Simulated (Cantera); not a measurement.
Charge: 1 mol SiF4, 0.54 mol NH3, 0.44 mol H2, equilibrated at 852 °C and 0.320 bar.

Equilibrium computed with Cantera from the NASA thermochemical tables; the gas is ideal and each condensed phase is pure. Candidate condensed phases: Si, Si3N4; 37 gas species. The tables' values for SiF3 are old estimates; treat these amounts as uncertain. Equilibrium is a limit: real reactors are often held back by kinetics, nucleation or transport.

Base state: H2 0.494, SiF4 0.395, N2 0.107, HF 0.00167, SiHF3 0.00155, SiF3 0.000116, NH3 1.01e-5 (mole fractions); condensed: gas only.

Task: What changes in the equilibrium state with this change: temperature from 852 °C to 1275 °C?

Result: 
```
species    before     after
-------  --------  --------
H2          0.494     0.479
SiF4        0.395     0.374
N2          0.107     0.106
HF        0.00167    0.0203
SiF3     0.000116    0.0136
SiF2      4.63e-8  0.000259
H         5.52e-8   3.77e-5
```
The tables' values for SiF3, SiF2 are old estimates; treat these amounts as uncertain.

Task: What changes in the equilibrium state with this change: SiF4 replaced by SiCl4?

Result: 
| species | before | after |
|---|---|---|
| HCl | 0 | 0.381 |
| H2 | 0.494 | 0.288 |
| SiCl4 | 0 | 0.285 |
| SiF4 | 0.395 | 0 |
| N2 | 0.107 | 0.0410 |
| SiHCl3 | 0 | 0.00374 |
| HF | 0.00167 | 0 |
| SiHF3 | 0.00155 | 0 |
| SiCl3 | 0 | 0.000892 |
| SiF3 | 0.000116 | 0 |
| Si3N4(s), mol | 0 | 0.0817 |
The tables' values for SiCl3 are old estimates; treat these amounts as uncertain. Further candidate phases: NH4Cl.
